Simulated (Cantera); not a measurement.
A freely propagating, adiabatic, planar premixed flame of 4.05 % CH4, 2.71 % C2H6, 17.6 % O2, 75.6 % N2, equivalence ratio 1.00, unburnt at 525 K and 750 Torr; multicomponent+Soret transport, grid criteria slope 0.08 and curve 0.16, no radiation.

Computed with Cantera and GRI-Mech 3.0 (53 species, 325 reactions). Burning velocities carry a grid error of a few per cent, more on coarse grids.

Predict: laminar burning velocity; thermal thickness.


- laminar burning velocity = 83.8 cm/s
- thermal thickness = 0.391 mm
